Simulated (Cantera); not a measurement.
A perfectly stirred reactor is fed with CH4 : CO : O2 : N2 = 1 : 0.41 : 1.47 : 5.53 (molar parts), at 1.01 bar; it is adiabatic with a 473 K inlet, and is followed from long to short residence time, starting on the burning branch (τ in s: 0.037, 0.019, 0.0095, 0.0048, 0.0024, 0.0012, 0.00061, 0.00031, 0.00015, 7.8e-05, 3.9e-05, 2e-05, 9.9e-06).

Cantera simulation using GRI-Mech 3.0 (53 species, 325 reactions); the numbers are that mechanism's predictions, not measurements.

Problem. What does this change do: N2 5.53 to 4.4 parts?

Solution. 
| quantity | before | after |
|---|---|---|
| blow-out, bracketed by the residence times tried | burning at 0.310 ms, out at 0.150 ms | burning at 0.150 ms, out at 78.0 µs |
| x(CH4) at τ = 37.0 ms | 0.000142 | 3.70e-5 |
| x(CO) at τ = 37.0 ms | 0.102 | 0.119 |
| x(O2) at τ = 37.0 ms | 0.000177 | 0.000139 |
| x(CH2) at τ = 37.0 ms | 1.76e-6 | 1.17e-6 |
| x(HO2) at τ = 37.0 ms | 4.16e-8 | 4.70e-8 |
| x(CH4) at τ = 0.610 ms | 0.00137 | 0.000458 |
| x(CO) at τ = 0.610 ms | 0.103 | 0.120 |
| x(O2) at τ = 0.610 ms | 0.00437 | 0.00242 |
| x(CH2) at τ = 0.610 ms | 3.28e-5 | 2.41e-5 |
| x(HO2) at τ = 0.610 ms | 1.89e-6 | 8.64e-7 |

Problem. What does this change do: O2 1.47 to 1.9 parts?

Solution. 
```csv
quantity,before,after
"blow-out, bracketed by the residence times tried","burning at 0.310 ms, out at 0.150 ms","burning at 39.0 µs, out at 20.0 µs"
x(CH4) at τ = 37.0 ms,0.000142,3.77e-6
x(CO) at τ = 37.0 ms,0.102,0.0596
x(O2) at τ = 37.0 ms,0.000177,0.00367
x(CH2) at τ = 37.0 ms,1.76e-6,2.69e-7
x(HO2) at τ = 37.0 ms,4.16e-8,9.47e-7
x(CH4) at τ = 0.610 ms,0.00137,9.83e-5
x(CO) at τ = 0.610 ms,0.103,0.0688
x(O2) at τ = 0.610 ms,0.00437,0.0121
x(CH2) at τ = 0.610 ms,3.28e-5,4.70e-6
x(HO2) at τ = 0.610 ms,1.89e-6,3.18e-6
```
